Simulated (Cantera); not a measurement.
An adiabatic, constant-pressure homogeneous reactor starts with CO : H₂ : O₂ : N₂ : H₂O = 1 : 0.049 : 0.541 : 5.08 : 1.6 (molar parts), at 1700 K and 0.200 bar. Integrator tolerance rtol = 1e-08.

Computed with Cantera and GRI-Mech 3.0 (53 species, 325 reactions).

Problem. What does this change do: CO 1 to 2.4 parts?

Solution. 
```json
[
 {"quantity": "time of steepest temperature rise", "before": "0.289 ms", "after": "0.244 ms"},
 {"quantity": "temperature at 9.00 s", "before": "2311 K", "after": "2386 K"},
 {"quantity": "equilibrium temperature", "before": "2311 K", "after": "2386 K"},
 {"quantity": "x(CO) at 9.00 s", "before": "0.0241 (gas-phase equilibrium 0.0241)", "after": "0.130 (gas-phase equilibrium 0.130)"},
 {"quantity": "x(H₂) at 9.00 s", "before": "0.00817 (gas-phase equilibrium 0.00817)", "after": "0.0251 (gas-phase equilibrium 0.0251)"},
 {"quantity": "x(O₂) at 9.00 s", "before": "0.0141 (gas-phase equilibrium 0.0141)", "after": "0.00197 (gas-phase equilibrium 0.00197)"},
 {"quantity": "x(NO) at 9.00 s", "before": "0.00377 (gas-phase equilibrium 0.00377)", "after": "0.00152 (gas-phase equilibrium 0.00152)"},
 {"quantity": "x(CO₂) at 9.00 s", "before": "0.102 (gas-phase equilibrium 0.102)", "after": "0.131 (gas-phase equilibrium 0.131)"},
 {"quantity": "x(H) at 9.00 s", "before": "0.00208 (gas-phase equilibrium 0.00208)", "after": "0.00531 (gas-phase equilibrium 0.00531)"}
]
```

Problem. What does this change do: initial temperature 1700 to 1475 K?

Solution. 
| quantity | before | after |
|---|---|---|
| time of steepest temperature rise | 0.289 ms | 0.522 ms |
| temperature at 9.00 s | 2311 K | 2204 K |
| equilibrium temperature | 2311 K | 2204 K |
| x(CO) at 9.00 s | 0.0241 (gas-phase equilibrium 0.0241) | 0.0156 (gas-phase equilibrium 0.0156) |
| x(H₂) at 9.00 s | 0.00817 (gas-phase equilibrium 0.00817) | 0.00532 (gas-phase equilibrium 0.00532) |
| x(O₂) at 9.00 s | 0.0141 (gas-phase equilibrium 0.0141) | 0.00996 (gas-phase equilibrium 0.00996) |
| x(NO) at 9.00 s | 0.00377 (gas-phase equilibrium 0.00377) | 0.00252 (gas-phase equilibrium 0.00252) |
| x(CO₂) at 9.00 s | 0.102 (gas-phase equilibrium 0.102) | 0.112 (gas-phase equilibrium 0.112) |
| x(H) at 9.00 s | 0.00208 (gas-phase equilibrium 0.00208) | 0.000945 (gas-phase equilibrium 0.000945) |
